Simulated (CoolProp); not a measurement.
Vapour-liquid equilibrium of methanol (1) + water (2) at 112.95 °C; x and y are mole fractions of (1).

Values from CoolProp's multi-fluid Helmholtz-energy mixture model, de Reuck 1993 and Wagner 2002; pair parameters Bell 2016.

```json
[
 {"x": "0.05", "bubble pressure (kPa)": "186.6", "y at the bubble point": "0.185", "dew pressure at overall composition x (kPa)": "165.0", "liquid density (mol/L)": "49.91"},
 {"x": "0.2", "bubble pressure (kPa)": "258.5", "y at the bubble point": "0.487", "dew pressure at overall composition x (kPa)": "189.3", "liquid density (mol/L)": "42.81"},
 {"x": "0.35", "bubble pressure (kPa)": "318.1", "y at the bubble point": "0.646", "dew pressure at overall composition x (kPa)": "220.7", "liquid density (mol/L)": "37.10"},
 {"x": "0.5", "bubble pressure (kPa)": "369.8", "y at the bubble point": "0.751", "dew pressure at overall composition x (kPa)": "262.5", "liquid density (mol/L)": "32.42"},
 {"x": "0.65", "bubble pressure (kPa)": "417.1", "y at the bubble point": "0.833", "dew pressure at overall composition x (kPa)": "320.0", "liquid density (mol/L)": "28.54"},
 {"x": "0.8", "bubble pressure (kPa)": "462.6", "y at the bubble point": "0.906", "dew pressure at overall composition x (kPa)": "397.6", "liquid density (mol/L)": "25.29"},
 {"x": "0.95", "bubble pressure (kPa)": "508.3", "y at the bubble point": "0.976", "dew pressure at overall composition x (kPa)": "491.3", "liquid density (mol/L)": "22.54"}
]
```

No azeotrope shows between x = 0.05 and 0.95.

The pair parameters rest on a limited set of measurements; away from them the model extrapolates.
